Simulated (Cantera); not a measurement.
Input: 1 mol Si3N4, 0.0036 mol C, 1 mol N2, equilibrated at 2848.15 K and 0.0130 bar.

These are equilibrium values from Cantera (NASA tables, ideal gas, pure condensed phases), not measurements of a reactor. Candidate condensed phases: C, Si, SiC, Si3N4; 20 gas species. The tables' values for SiN are old estimates; treat these amounts as uncertain. Rates play no part.

Base state: N2 0.501, Si 0.493, Si2 0.00283, SiN 0.00253, Si2C 0.000438, Si2N 0.000250, CN 8.22e-5, Si3 5.97e-5 (mole fractions); condensed: gas only.

What changes in the equilibrium state with this change: temperature from 2848.15 K to 2348 K?


| species | before | after |
|---|---|---|
| N2 | 0.501 | 0.885 |
| Si | 0.493 | 0.109 |
| Si2 | 0.00283 | 0.00228 |
| Si2N | 0.000250 | 0.00148 |
| N | 3.08e-5 | 5.39e-7 |
| SiC | 1.08e-5 | 3.67e-7 |
| Si(l), mol | 0 | 2.59 |

What changes in the equilibrium state with this change: temperature from 2848.15 K to 2900 K?


```tsv
species	before	after
N2	0.501	0.501
Si	0.493	0.494
SiN	0.00253	0.00239
Si2	0.00283	0.00224
C	8.67e-6	1.63e-5
Si3	5.97e-5	3.49e-5
CN	8.22e-5	0.000125
```
